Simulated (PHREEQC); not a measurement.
A made-up water analysis in mg/L, 25 °C, pH 6.25, pe 9.4:

```json
[
 {"constituent": "Na", "mg/L": "1980"},
 {"constituent": "K", "mg/L": "362"},
 {"constituent": "Ca", "mg/L": "113"},
 {"constituent": "Mg", "mg/L": "164"},
 {"constituent": "Cl", "mg/L": "3560"},
 {"constituent": "S(6) as SO4", "mg/L": "901"},
 {"constituent": "Alkalinity as HCO3", "mg/L": "0.097"},
 {"constituent": "O(0) (dissolved oxygen)", "mg/L": "8.32"},
 {"constituent": "Cd", "mg/L": "2.98"}
]
```

Cl is adjusted to close the charge balance.
Valence states are taken as typed.

Equilibrium calculation in PHREEQC: ion-association model, phreeqc.dat.

Q: The ionic strength comes out as 0.126 mol/kgw. What activity coefficients do HCO3-, Na+, Mg+2, SO4-2, NaSO4- get?

A: HCO3- 0.77, Na+ 0.77, Mg+2 0.38, SO4-2 0.34, NaSO4- 0.77.

Precipitation was switched off in this run.
